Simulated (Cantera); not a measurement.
Feed: 1 mol Pb, 0.14 mol H2, equilibrated at 0.230 bar.

Cantera equilibrium calculation (NASA polynomials, part measured and part estimated; ideal gas, pure solids and liquids). Candidate condensed phases: Pb; 4 gas species. Rates play no part.

log p: log10 of the partial pressure in bar; n: condensed amount in mol.

```
T (°C)  log p H2  log p Pb  log p H  log p Pb2  n Pb(s)  n Pb(l)
------  --------  --------  -------  ---------  -------  -------
250        -0.64      <-12     <-12       <-12     1.00        0
325        -0.64    -11.34     <-12       <-12     1.00        0
400        -0.64     -9.51     <-12       <-12        0     1.00
475        -0.64     -8.06     <-12       <-12        0     1.00
550        -0.64     -6.87      ___       <-12        0     1.00
625        -0.64     -5.89      ___     -12.13        0    1.000
700        -0.64     -5.06      ___     -10.74        0    1.000
775        -0.64     -4.35      ___      -9.55        0    1.000
850        -0.64     -3.74      ___      -8.53        0    1.000
925        -0.64     -3.20      ___      -7.64        0    1.000
1000       -0.64     -2.74      ___      -6.86        0    0.999
1075       -0.65     -2.32      ___      -6.17        0    0.997
1150       -0.66     -1.95      ___      -5.55        0    0.993
```

Question: What belongs in the gaps?

Answer: 
- 550, log p H: -11.45
- 625, log p H: -10.28
- 700, log p H: -9.29
- 775, log p H: -8.43
- 850, log p H: -7.69
- 925, log p H: -7.04
- 1000, log p H: -6.47
- 1075, log p H: -5.96
- 1150, log p H: -5.51
